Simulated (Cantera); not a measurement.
What does this Cantera script print?

```python
import numpy as np
import cantera as ct

gas = ct.Solution("gri30.yaml")
gas.TPX = 1498, 240000, {'H2': 1, 'O2': 0.227, 'N2': 2.5}
reactor = ct.IdealGasConstPressureReactor(gas, energy="on", clone=False)
net = ct.ReactorNet([reactor])
net.rtol, net.atol = 1e-08, 1e-16
show = ['H2', 'O2', 'H2O', 'NO', 'HO2', 'N2O']
times = np.geomspace(5e-06, 2, 11)

steps = ct.SolutionArray(gas, extra=["t"])
rows = []
print(f"{'t/s':>10s}{'T/K':>9s}{'P/Pa':>11s}" + "".join(f"{s:>11s}" for s in show))
for t in times:
    while net.time < t:
        t_next = net.step()
        steps.append(gas.state, t=t_next)
    rows.append([np.interp(t, steps.t, y) for y in (steps.T, steps.P, *steps(*show).X.T)])
    print(f"{t:10.3e}{rows[-1][0]:9.1f}{rows[-1][1]:11.4g}" + "".join(f"{x:11.3e}" for x in rows[-1][2:]))
rate = np.gradient(steps.T, steps.t)
print("integrator steps:", len(steps.t))
if steps.T.max() > steps.T[0] + 200:
    print(f"time of steepest temperature rise: {steps.t[rate.argmax()]:.4e} s")
gas.TPX = 1498, 240000, {'H2': 1, 'O2': 0.227, 'N2': 2.5}
gas.equilibrate("HP")
print(f"equilibrium (HP): T = {gas.T:.1f} K  " + "  ".join(f"{s} {gas[s].X[0]:.3e}" for s in show))
```

Output:

```
       t/s      T/K       P/Pa         H2         O2        H2O         NO        HO2        N2O
 5.000e-06   1498.1    2.4e+05  2.682e-01  6.086e-02  7.591e-05  5.569e-13  5.138e-06  3.031e-11
 1.816e-05   1897.0    2.4e+05  1.243e-01  7.752e-04  1.167e-01  9.761e-06  8.439e-07  1.393e-08
 6.598e-05   2195.8    2.4e+05  1.441e-01  1.185e-04  1.246e-01  2.298e-05  1.506e-07  6.953e-09
 2.397e-04   2305.9    2.4e+05  1.518e-01  1.475e-05  1.279e-01  2.787e-05  2.123e-08  4.472e-09
 8.706e-04   2338.9    2.4e+05  1.542e-01  2.690e-06  1.289e-01  2.956e-05  3.145e-09  3.753e-09
 3.162e-03   2342.0    2.4e+05  1.544e-01  2.034e-06  1.290e-01  3.201e-05  2.264e-09  3.714e-09
 1.149e-02   2342.0    2.4e+05  1.545e-01  2.031e-06  1.290e-01  3.934e-05  2.262e-09  3.861e-09
 4.173e-02   2341.9    2.4e+05  1.545e-01  2.029e-06  1.290e-01  4.918e-05  2.259e-09  4.103e-09
 1.516e-01   2341.9    2.4e+05  1.545e-01  2.029e-06  1.290e-01  5.071e-05  2.259e-09  4.146e-09
 5.506e-01   2341.9    2.4e+05  1.545e-01  2.029e-06  1.290e-01  5.071e-05  2.259e-09  4.146e-09
 2.000e+00   2341.9    2.4e+05  1.545e-01  2.029e-06  1.290e-01  5.071e-05  2.259e-09  4.146e-09
integrator steps: 1383
time of steepest temperature rise: 1.1376e-05 s
equilibrium (HP): T = 2341.9 K  H2 1.545e-01  O2 2.029e-06  H2O 1.290e-01  NO 5.071e-05  HO2 2.259e-09  N2O 4.146e-09
```

Detailed kinetics in Cantera: GRI-Mech 3.0 (53 species, 325 reactions). The hydrogen kinetics of GRI-Mech 3.0 are dated; newer H2 mechanisms differ, most at raised pressure.
